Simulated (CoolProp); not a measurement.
Aqueous propylene glycol as a coolant, 34 % by mass, freezing at -15.6 °C, 1 atm.

Values from CoolProp's Melinder's fits for secondary coolants.

```json
[
 {"T (°C)": "-10.8", "Prandtl number": "151", "conductivity (W/(m K))": "0.404", "cp (kJ/(kg K))": "3.710", "viscosity (mPa s)": "16.5"},
 {"T (°C)": "-4", "Prandtl number": "99.6", "conductivity (W/(m K))": "[?]", "cp (kJ/(kg K))": "3.730", "viscosity (mPa s)": "10.9"},
 {"T (°C)": "2.8", "Prandtl number": "68.4", "conductivity (W/(m K))": "0.414", "cp (kJ/(kg K))": "3.750", "viscosity (mPa s)": "[?]"},
 {"T (°C)": "9.5", "Prandtl number": "48.9", "conductivity (W/(m K))": "0.419", "cp (kJ/(kg K))": "[?]", "viscosity (mPa s)": "5.43"},
 {"T (°C)": "16.3", "Prandtl number": "36.0", "conductivity (W/(m K))": "[?]", "cp (kJ/(kg K))": "3.790", "viscosity (mPa s)": "4.03"},
 {"T (°C)": "23", "Prandtl number": "27.5", "conductivity (W/(m K))": "[?]", "cp (kJ/(kg K))": "3.809", "viscosity (mPa s)": "3.09"},
 {"T (°C)": "29.8", "Prandtl number": "[?]", "conductivity (W/(m K))": "0.434", "cp (kJ/(kg K))": "3.829", "viscosity (mPa s)": "2.43"},
 {"T (°C)": "36.6", "Prandtl number": "17.2", "conductivity (W/(m K))": "[?]", "cp (kJ/(kg K))": "3.848", "viscosity (mPa s)": "1.96"}
]
```

Some entries are withheld; supply them.


- -4, conductivity (W/(m K)): 0.409
- 2.8, viscosity (mPa s): 7.55
- 9.5, cp (kJ/(kg K)): 3.770
- 16.3, conductivity (W/(m K)): 0.424
- 23, conductivity (W/(m K)): 0.429
- 29.8, Prandtl number: 21.5
- 36.6, conductivity (W/(m K)): 0.439
